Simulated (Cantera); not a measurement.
# SiO2 + MgO + H2 (silicates and aluminates)

Charge: 1 mol SiO2, 0.2 mol MgO, 100 mol H2, equilibrated at 1698.15 K.

Equilibrium computed with Cantera from the NASA thermochemical tables; the gas is ideal and each condensed phase is pure. Candidate condensed phases: H2O, Mg, MgO, Mg(OH)2, MgSiO3, Mg2SiO4, Si, SiO2; 24 gas species. Mutual solubility and eutectic melting of coexisting phases are not modelled. The tables hold silica as quartz up to 1696 K and as liquid above; real silica turns to tridymite and cristobalite and melts near 1996 K. Condensed phases not in the tables: alloys, solid solutions and most ternary compounds. Kinetics and transport are ignored.

```csv
P (Pa),log p H2,log p H,log p H2O,log p SiO,log p Mg,log p OH,n Mg2SiO4(s),n MgSiO3(s),n SiO2(condensed)
10,-4.02,-5.85,-5.93,-6.01,-6.71,-9.05,0,0,0
42,-3.39,-5.53,-5.30,-5.38,-6.08,-8.74,0,0,0
180,-2.75,-5.22,-4.75,-4.78,-5.89,-8.50,0.0639,0,0
750,-2.13,-4.90,-4.35,-4.36,-5.80,-8.41,0,0.179,0.237
3200,-1.50,-4.59,-4.03,-4.04,-5.48,-8.41,0,0.190,0.528
13000,-0.89,-4.28,-3.72,-3.74,-5.18,-8.41,0,0.195,0.665
56000,-0.25,-3.97,-3.41,-3.42,-4.86,-8.41,0,0.198,0.735
240000,0.38,-3.65,-3.09,-3.11,-4.55,-8.41,0,0.199,0.769
1000000,1.00,-3.34,-2.78,-2.80,-4.24,-8.41,0,0.199,0.785
```
log p: log10 of the partial pressure in bar; n: condensed amount in mol.

From 0.0750 Torr to 0.315 Torr nothing is condensed. At 1.35 Torr the condensed part is Mg2SiO4(s). From 5.63 Torr to 7500 Torr the condensed part is MgSiO3(s) + SiO2(condensed). The main Si-bearing gas is SiO throughout.
